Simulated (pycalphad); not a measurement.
An equivalent pycalphad script:

```python
from pycalphad import Database, equilibrium, calculate, variables as v
import numpy as np
db = Database('COST507.tdb')
comps = ['TI', 'AL', 'C', 'VA']
phases = ['AL11TI5', 'AL2TI', 'AL3M_D022', 'AL4C3', 'ALM_D019', 'ALTI', 'BCC_A2', 'FCC_A1', 'GRAPHITE', 'HCP_A3', 'LIQUID']
eq = equilibrium(db, comps, phases, {v.X('AL'): 0.0703, v.X('C'): 0.0132, v.T: np.arange(2850, 499, -50), v.P: 101325, v.N: 1}, output=['HM', 'SM'])
```

Source of the numbers: pycalphad with the COST 507 light-alloy database (1999); pressure 1 atm. No gas phase is included, though pure Al would boil below 2577 °C. These are 1990s assessments: newer ones move some temperatures and phases. Not assessed as a whole: an extrapolation from subsystems, which can miss ternary compounds. Amounts are mole fractions of atoms. Kinetics are ignored, which matters at the lower temperatures.

Results at three of the temperatures:

```
T = 2000.00 K, P = 101325 Pa, N = 1 mol of atoms
G = -134275 J/mol, H = 64534 J/mol, S = 99.40 J/(mol K)  (SER reference)
chemical potentials (J/mol): Ti -127734, Al -193841, C -271220
phase             fraction      x(Ti)      x(Al)       x(C)
LIQUID              1.0000     0.9165     0.0703     0.0132
```

```
T = 1450.00 K, P = 101325 Pa, N = 1 mol of atoms
G = -86829 J/mol, H = 28712 J/mol, S = 79.68 J/(mol K)  (SER reference)
chemical potentials (J/mol): Ti -79202, Al -157247, C -241343
phase             fraction      x(Ti)      x(Al)       x(C)
BCC_A2              0.9732     0.9235     0.0722     0.0042
FCC_A1              0.0268     0.6606   5.32e-10     0.3394
```

```
T = 1100.00 K, P = 101325 Pa, N = 1 mol of atoms
G = -60877 J/mol, H = 13328 J/mol, S = 67.46 J/(mol K)  (SER reference)
chemical potentials (J/mol): Ti -52328, Al -139659, C -234821
phase             fraction      x(Ti)      x(Al)       x(C)
HCP_A3              0.9636     0.9266     0.0730   0.000441
FCC_A1              0.0364     0.6490   1.47e-12     0.3510
```

Changes of the phase set, refined by bisection:

```
T (°C)              phases above              phases below
------  ------------------------  ------------------------
1685.9                    LIQUID           BCC_A2 + LIQUID
1677.5           BCC_A2 + LIQUID                    BCC_A2
1564.1                    BCC_A2           BCC_A2 + FCC_A1
979.1            BCC_A2 + FCC_A1  BCC_A2 + FCC_A1 + HCP_A3
958.4   BCC_A2 + FCC_A1 + HCP_A3           FCC_A1 + HCP_A3
```

FCC_A1 is fcc; BCC_A2 is bcc; HCP_A3 is hcp. The fcc model also describes the rock-salt carbide or nitride (TiC, TiN, HfC).
